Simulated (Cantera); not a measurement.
Input: 1 mol SiHCl₃, a varied amount of H₂, equilibrated at 650 °C and 13.0 mbar.

Equilibrium computed with Cantera from the NASA thermochemical tables; the gas is ideal and each condensed phase is pure. Candidate condensed phases: Si; 19 gas species. The tables' values for SiCl₃ are old estimates; treat these amounts as uncertain. The numbers say what is thermodynamically allowed, not how fast it happens.

x: gas mole fraction; n: condensed amount in mol.

```
n(H₂) (mol)   x H₂   x SiCl₄    x HCl  x SiHCl₃   x SiCl₃  n Si(s)
-----------  -----  --------  -------  --------  --------  -------
25           0.961    0.0206   0.0117         ?  0.000323    0.280
34           0.969    0.0147   0.0108         ?  0.000250    0.295
45           0.975    0.0106  0.00996         ?  0.000197    0.314
60           0.980   0.00754  0.00916         ?  0.000152    0.337
81           0.984   0.00519  0.00836         ?  0.000115    0.367
110          0.987   0.00348  0.00758         ?   8.51e-5    0.405
150          0.990   0.00226  0.00681         ?   6.15e-5    0.452
190          0.991   0.00159  0.00624         ?   4.73e-5    0.493
260          0.993  0.000961  0.00551         ?   3.24e-5    0.557
350          0.994  0.000566  0.00483         ?   2.18e-5    0.625
470          0.995  0.000313  0.00417         ?   1.40e-5    0.697
630          0.996  0.000160  0.00353         ?   8.46e-6    0.769
840          0.997   7.56e-5  0.00292         ?   4.81e-6    0.835
```

Fill in the missing entries.


- 25, x SiHCl₃: 0.00606
- 34, x SiHCl₃: 0.00472
- 45, x SiHCl₃: 0.00372
- 60, x SiHCl₃: 0.00288
- 81, x SiHCl₃: 0.00218
- 110, x SiHCl₃: 0.00162
- 150, x SiHCl₃: 0.00117
- 190, x SiHCl₃: 0.000901
- 260, x SiHCl₃: 0.000618
- 350, x SiHCl₃: 0.000416
- 470, x SiHCl₃: 0.000267
- 630, x SiHCl₃: 0.000162
- 840, x SiHCl₃: 9.20e-5
